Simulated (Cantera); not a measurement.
Input: 1 mol C2H2, 0.11 mol H2O, equilibrated at 15.0 Pa.

Equilibrium computed with Cantera from the NASA thermochemical tables; the gas is ideal and each condensed phase is pure. Candidate condensed phases: C, C6H6, C7H8, C8H18, H2O; 131 gas species. Ions and electrons are included (thermal ionisation). Equilibrium is a limit: real reactors are often held back by kinetics, nucleation or transport.

Problem. Which condensed phases are stable at each of these points (T (°C)): 2227, 2477, 2727, 2977, 3227, 3477, 3727, 3977, 4227, 4477, 4727?

Solution. 
```tsv
T (°C)	condensed phases	C condensed (%)
2227	C(graphite)	92.9
2477	C(graphite)	41.5
2727	gas only	0.0
2977	gas only	0.0
3227	gas only	0.0
3477	gas only	0.0
3727	gas only	0.0
3977	gas only	0.0
4227	gas only	0.0
4477	gas only	0.0
4727	gas only	0.0
```

From 2227 °C to 2477 °C the condensed part is C(graphite). From 2727 °C to 4727 °C nothing is condensed.
